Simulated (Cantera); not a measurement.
A perfectly stirred reactor is fed with N2O = 1 (molar parts), at 760 Torr; it is held at 1150 K, and followed from long to short residence time.

Computed with Cantera and GRI-Mech 3.0 (53 species, 325 reactions). GRI-Mech 3.0 was tuned for natural gas; its chemistry of N2O as a main component is partial and can be far from experiment. The mechanism lacks the step 2 NO + O2 → 2 NO2, which can matter for NO2 below about 1400 K. The temperature is held fixed by assumption; the heat of reaction is taken as removed at once.

Q: What does this change do: temperature 1150 to 1075 K?

A: 
```tsv
quantity	before	after
x(N2O) at τ = 1.60 s	0.675	0.912
x(NO) at τ = 1.60 s	0.0167	0.00342
x(O) at τ = 1.60 s	6.38e-7	1.84e-7
x(O2) at τ = 1.60 s	0.0997	0.0277
x(N2) at τ = 1.60 s	0.208	0.0571
x(N2O) at τ = 13.0 ms	0.996	0.999
x(NO) at τ = 13.0 ms	0.000240	3.23e-5
x(O) at τ = 13.0 ms	7.61e-7	1.93e-7
x(O2) at τ = 13.0 ms	0.00129	0.000252
x(N2) at τ = 13.0 ms	0.00270	0.000520
```
